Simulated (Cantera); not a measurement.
Input: 1 mol CH3SiH3, 0.27 mol C3H8, a varied amount of H2, at 2375 K and 20.0 mbar.

These are equilibrium values from Cantera (NASA tables, ideal gas, pure condensed phases), not measurements of a reactor. Candidate condensed phases: C, C6H6, C7H8, C8H18, Si, SiC; 87 gas species. The feed counts by its element totals alone. Gases not in the tables: Si2H6 and higher silanes. The numbers say what is thermodynamically allowed, not how fast it happens.

log p: log10 of the partial pressure in bar; n: condensed amount in mol.

| n(H2) (mol) | log p H2 | log p H | log p Si | log p C2H2 (acetylene) | log p SiC2 | n C(graphite) | n SiC(s) |
|---|---|---|---|---|---|---|---|
| 28 | -1.75 | -2.73 | -3.51 | -3.96 | ? | 0.955 | 0.229 |
| 52 | -1.75 | -2.73 | -3.62 | -3.96 | ? | 0.832 | 0 |
| 97 | -1.75 | -2.73 | -3.85 | -3.96 | ? | 0.306 | 0 |
| 180 | -1.75 | -2.72 | -4.08 | -4.09 | ? | 0 | 0 |
| 340 | -1.74 | -2.72 | -4.32 | -4.34 | ? | 0 | 0 |
| 630 | -1.74 | -2.72 | -4.56 | -4.59 | ? | 0 | 0 |
| 1200 | -1.74 | -2.72 | -4.83 | -4.86 | ? | 0 | 0 |

Q: What belongs in the gaps?

A: 
- 28, log p SiC2: -4.26
- 52, log p SiC2: -4.37
- 97, log p SiC2: -4.60
- 180, log p SiC2: -4.97
- 340, log p SiC2: -5.46
- 630, log p SiC2: -5.95
- 1200, log p SiC2: -6.49
